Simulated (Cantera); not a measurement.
Charge: 1 mol B2H6, 3.6 mol NH3, 0.22 mol N2, held at 477 °C and 8.40 mbar.

These are equilibrium values from Cantera (NASA tables, ideal gas, pure condensed phases), not measurements of a reactor. Candidate condensed phases: B, BN; 15 gas species. The feed counts by its element totals alone. Rates play no part.

Base state: H2 0.892, N2 0.108, NH3 1.19e-5 (mole fractions); condensed: BN(s).

What changes in the equilibrium state with this change: temperature from 477 °C to 1752 °C?


```json
[
 {"species": "H2", "before": "0.892", "after": "0.873"},
 {"species": "N2", "before": "0.108", "after": "0.107"},
 {"species": "H", "before": "<1e-9", "after": "0.0196"},
 {"species": "BH2", "before": "<1e-9", "after": "0.000205"},
 {"species": "B", "before": "<1e-9", "after": "1.04e-5"},
 {"species": "NH3", "before": "1.19e-5", "after": "4.33e-8"},
 {"species": "BN(s), mol", "before": "2.00", "after": "2.00"}
]
```
The tables' values for BH2 are old estimates; treat these amounts as uncertain.

What changes in the equilibrium state with this change: temperature from 477 °C to 1925 °C?


```
species      before     after
----------  -------  --------
H2            0.892     0.757
N2            0.108     0.189
H             <1e-9    0.0529
BH2           <1e-9  0.000994
B             <1e-9  0.000317
BH            <1e-9   2.98e-5
NH3         1.19e-5   3.58e-8
BN(s), mol     2.00         0
B(s), mol         0      1.99
```
The tables' values for BH2 are old estimates; treat these amounts as uncertain.

What changes in the equilibrium state with this change: temperature from 477 °C to 1450 °C?


| species | before | after |
|---|---|---|
| H2 | 0.892 | 0.890 |
| N2 | 0.108 | 0.108 |
| H | <1e-9 | 0.00188 |
| NH3 | 1.19e-5 | 8.00e-8 |
| BN(s), mol | 2.00 | 2.00 |
